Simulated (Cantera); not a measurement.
Mixture: 12.6 % CH₄, 23.0 % O₂, 64.3 % N₂, at 10.0 bar, adiabatic and at constant pressure. Ignition delay is the time to a rise of 400 K.

Detailed kinetics in Cantera: GRI-Mech 3.0 (53 species, 325 reactions).

Problem. At T0 = 1648 K, what is the delay, and which 5 reactions control it most (d ln τ / d ln k, from doubling and halving each rate constant)?

Solution. The delay is 41.0 µs.
```tsv
reaction	d ln τ / d ln k	faster rate
CH3 + O2 <=> CH3O + O	-0.42	shortens it
2 CH3 (+M) <=> C2H6 (+M)	0.31	lengthens it
H + O2 <=> O + OH	-0.27	shortens it
CH3 + HO2 <=> CH3O + OH	-0.22	shortens it
CH4 + H <=> CH3 + H2	0.20	lengthens it
```
